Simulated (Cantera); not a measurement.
Input: 1 mol borazine, 2.2 mol N₂, held at 2423 K and 0.00133 bar.

Method: chemical equilibrium by Gibbs-energy minimisation in Cantera with the NASA 1993 tables (ideal gas, pure condensed phases). Candidate condensed phases: B, BN; 15 gas species. The feed counts by its element totals alone. The tables' values for BH₂ are old estimates; treat these amounts as uncertain. Rates play no part.

Base state: N₂ 0.467, H₂ 0.255, H 0.245, B 0.0303, BH₂ 0.000811, BH 0.000355, BN 0.000332 (mole fractions); condensed: B(l).

Task: What changes in the equilibrium state with this change: borazine replaced by B?

Result: 
| species | before | after |
|---|---|---|
| N₂ | 0.467 | 0.969 |
| B | 0.0303 | 0.0303 |
| BN | 0.000332 | 0.000478 |
| H₂ | 0.255 | 0 |
| H | 0.245 | 0 |
| BH₂ | 0.000811 | 0 |
| BH | 0.000355 | 0 |
| B(l), mol | 2.75 | 0.930 |

Task: What changes in the equilibrium state with this change: N₂ from 2.2 to 37 mol?

Result: 
| species | before | after |
|---|---|---|
| N₂ | 0.467 | 0.862 |
| H | 0.245 | 0.0799 |
| B | 0.0303 | 0.0303 |
| H₂ | 0.255 | 0.0271 |
| BH₂ | 0.000811 | 8.60e-5 |
| BH | 0.000355 | 0.000115 |
| BN | 0.000332 | 0.000451 |
| B(l), mol | 2.75 | 1.62 |

Task: What changes in the equilibrium state with this change: temperature from 2423 K to 2348.15 K?

Result: 
| species | before | after |
|---|---|---|
| N₂ | 0.467 | 0.493 |
| H₂ | 0.255 | 0.305 |
| H | 0.245 | 0.187 |
| B | 0.0303 | 0.0137 |
| BN | 0.000332 | 0.000177 |
| BH | 0.000355 | 0.000213 |
| BH₂ | 0.000811 | 0.000777 |
| B(l), mol | 2.75 | 0 |
| B(s), mol | 0 | 2.89 |
